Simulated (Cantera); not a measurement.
Source: NASA polynomial tables (part measured, part estimated), evaluated in Cantera. Values are per mole of reaction as written; species without (g) are pure solids or liquids, kept so even where they would boil at 1 bar.

Between 300 and 1798 K, where is each reaction favourable under standard conditions?
- H₂(g) + Cu₂O ⇌ 2 Cu + H₂O(g)


- H₂(g) + Cu₂O ⇌ 2 Cu + H₂O(g): ΔG° is -81 kJ at 300 K and -104 kJ at 1798 K; it stays negative (K > 1). ΔH° is -130 kJ and ΔS° -15 J/K at 1798 K.
